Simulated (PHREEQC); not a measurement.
Synthetic water in mg/L, 20 °C, pH 6.41, pe 8.1: Na 0.0138; K 0.0115; Ca 0.0695; Mg 0.0182; Cl 0.0622; S(6) as SO4 0.00506; Alkalinity as HCO3 0.245; Cu(2) 0.000962.

Valence states are taken as typed.

The numbers come from PHREEQC with the ion-association model, phreeqc.dat.

Precipitation was switched off in this run.

Order these Cu species by the share of Cu that they hold, largest first: Cu+2, CuCO3, CuHCO3+, Cu(OH)2, CuOH+.

Cu+2 (86 %), Cu(OH)2 (12 %), CuOH+ (2.2 %), CuCO3 (0.21 %), CuHCO3+ (0.19 %)

The pH is 6.41 and the ionic strength 8.82e-6 mol/kgw. Complexes and solids missing from the database can't appear. The database's constant for dissolved Cu(OH)2 is higher than later reviews accept.
